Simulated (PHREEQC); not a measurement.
KOH is added in steps, without added water, to 1 kg of water holding 2.4 mmol/kgw HCl, 12 mmol/kgw Al2(SO4)3 and 0.43 mmol/kgw NiSO4, at 25 °C. Oxygen alone is held at its pressure in air (log pO2 = -0.68). The system is closed to CO2. Precipitation was switched off in this run.

Base run: PHREEQC, ion-association model, wateq4f.dat. Each further column changes one thing. The table gives Ni(OH)2 (mol/kgw).

```
KOH added (mol)      base  metal-ligand complexes left out  Debye-Hückel limiting law  Davies equation for every ion  all activity coefficients set to 1
---------------  --------  -------------------------------  -------------------------  -----------------------------  ----------------------------------
0                       0                                0                          0                              0                                   0
0.0125           8.77e-13                         1.12e-13                   6.78e-13                       9.19e-13                            1.80e-12
0.02187          2.52e-12                         4.78e-13                   2.00e-12                       2.62e-12                            4.49e-12
0.03438          6.05e-12                         2.03e-12                   4.93e-12                       6.24e-12                            9.27e-12
0.04375          1.01e-11                         5.50e-12                   8.36e-12                       1.04e-11                            1.39e-11
0.05625          1.85e-11                         1.73e-11                   1.57e-11                       1.90e-11                            2.29e-11
0.06563          2.96e-11                         3.53e-11                   2.51e-11                       3.03e-11                            3.36e-11
0.07812          6.19e-11                         8.95e-11                   5.19e-11                       6.33e-11                            6.42e-11
0.0875           1.42e-10                         2.22e-10                   1.15e-10                       1.45e-10                            1.40e-10
0.1              0.000258                         0.000259                   0.000252                       0.000255                            0.000263
```

In at least one series the solution becomes supersaturated in solids that the run did not let form, among them Gibbsite, Ni(OH)2, Ni4(OH)6SO4, Basaluminite.
